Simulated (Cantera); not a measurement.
Input (Python, Cantera):

```python
import numpy as np
import cantera as ct

gas = ct.Solution("gri30.yaml")
gas.TPX = 1175, 1800000, {'CH4': 1, 'CO': 0.94, 'O2': 2.25, 'N2': 8.44, 'CO2': 0.036}
reactor = ct.IdealGasReactor(gas, energy="on", clone=False)
net = ct.ReactorNet([reactor])
net.rtol, net.atol = 1e-08, 1e-16
show = ['CH4', 'CO', 'O2', 'CH2CO', 'CH2O']
times = np.geomspace(2e-06, 1, 15)

steps = ct.SolutionArray(gas, extra=["t"])
rows = []
print(f"{'t/s':>10s}{'T/K':>9s}{'P/Pa':>11s}" + "".join(f"{s:>11s}" for s in show))
for t in times:
    while net.time < t:
        t_next = net.step()
        steps.append(gas.state, t=t_next)
    rows.append([np.interp(t, steps.t, y) for y in (steps.T, steps.P, *steps(*show).X.T)])
    print(f"{t:10.3e}{rows[-1][0]:9.1f}{rows[-1][1]:11.4g}" + "".join(f"{x:11.3e}" for x in rows[-1][2:]))
rate = np.gradient(steps.T, steps.t)
print("integrator steps:", len(steps.t))
if steps.T.max() > steps.T[0] + 200:
    print(f"time of steepest temperature rise: {steps.t[rate.argmax()]:.4e} s")
gas.TPX = 1175, 1800000, {'CH4': 1, 'CO': 0.94, 'O2': 2.25, 'N2': 8.44, 'CO2': 0.036}
gas.equilibrate("UV")
print(f"equilibrium (UV): T = {gas.T:.1f} K  " + "  ".join(f"{s} {gas[s].X[0]:.3e}" for s in show))
```

Result:

```
       t/s      T/K       P/Pa        CH4         CO         O2      CH2CO       CH2O
 2.000e-06   1175.0    1.8e+06  7.895e-02  7.421e-02  1.776e-01  5.652e-14  6.517e-10
 5.106e-06   1175.0    1.8e+06  7.895e-02  7.421e-02  1.776e-01  3.943e-13  4.562e-09
 1.304e-05   1175.0    1.8e+06  7.895e-02  7.421e-02  1.776e-01  2.804e-12  3.246e-08
 3.328e-05   1175.0    1.8e+06  7.895e-02  7.421e-02  1.776e-01  2.073e-11  2.373e-07
 8.498e-05   1175.0    1.8e+06  7.895e-02  7.421e-02  1.776e-01  1.546e-10  1.693e-06
 2.170e-04   1175.1    1.8e+06  7.893e-02  7.421e-02  1.776e-01  9.045e-10  9.205e-06
 5.539e-04   1175.6  1.801e+06  7.888e-02  7.419e-02  1.776e-01  3.521e-09  3.266e-05
 1.414e-03   1177.2  1.803e+06  7.873e-02  7.415e-02  1.775e-01  1.376e-08  9.878e-05
 3.611e-03   1185.9  1.816e+06  7.799e-02  7.397e-02  1.768e-01  1.337e-07  3.198e-04
 9.218e-03   3053.0  4.697e+06  6.331e-13  5.871e-02  9.390e-03  2.995e-14  1.254e-08
 2.354e-02   3053.0  4.697e+06  6.331e-13  5.871e-02  9.390e-03  2.995e-14  1.254e-08
 6.009e-02   3053.0  4.697e+06  6.331e-13  5.871e-02  9.390e-03  2.995e-14  1.254e-08
 1.534e-01   3053.0  4.697e+06  6.331e-13  5.871e-02  9.390e-03  2.995e-14  1.254e-08
 3.917e-01   3053.0  4.697e+06  6.331e-13  5.871e-02  9.390e-03  2.995e-14  1.254e-08
 1.000e+00   3053.0  4.697e+06  6.331e-13  5.871e-02  9.390e-03  2.995e-14  1.254e-08
integrator steps: 2562
time of steepest temperature rise: 6.9891e-03 s
equilibrium (UV): T = 3053.0 K  CH4 7.714e-13  CO 5.871e-02  O2 9.390e-03  CH2CO 3.246e-14  CH2O 1.254e-08
```

Computed with Cantera and GRI-Mech 3.0 (53 species, 325 reactions). The pressure lies above the range GRI-Mech 3.0 was tuned for (to about 10 atm). Above 3000 K some thermodynamic fits are extrapolated.
